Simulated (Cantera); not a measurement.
An isothermal, constant-pressure homogeneous reactor starts with NO : N₂ = 1 : 14 (molar parts), at 1473 K and 0.280 bar.

Detailed kinetics in Cantera: GRI-Mech 3.0 (53 species, 325 reactions).

x: mole fraction; the columns are a selection and need not sum to one.

| t (s) | x NO | x N₂ | x O | x NO₂ | x O₂ |
|---|---|---|---|---|---|
| 2.00e-5 | 0.0667 | 0.933 | 1.58e-10 | 2.01e-12 | <1e-12 |
| 0.000158 | 0.0667 | 0.933 | (withheld) | 1.18e-10 | <1e-12 |
| 0.00124 | 0.0667 | 0.933 | (withheld) | 4.93e-9 | 3.64e-12 |
| 0.00982 | 0.0667 | 0.933 | (withheld) | 7.34e-8 | 7.87e-11 |
| 0.0775 | 0.0667 | 0.933 | (withheld) | 7.16e-7 | 4.22e-9 |
| 0.611 | 0.0667 | 0.933 | (withheld) | 6.06e-6 | 1.17e-6 |
| 4.82 | 0.0666 | 0.933 | (withheld) | 8.44e-6 | 3.40e-5 |
| 38.0 | 0.0660 | 0.934 | (withheld) | 1.10e-5 | 0.000300 |
| 300 | 0.0621 | 0.936 | (withheld) | 2.10e-5 | 0.00228 |

**Question.** Fill in the missing entries.

**Answer.** 
- 0.000158, x O: 1.15e-9
- 0.00124, x O: 5.08e-9
- 0.00982, x O: 7.47e-9
- 0.0775, x O: 1.69e-8
- 0.611, x O: 8.07e-8
- 4.82, x O: 1.07e-7
- 38.0, x O: 1.38e-7
- 300, x O: 2.74e-7
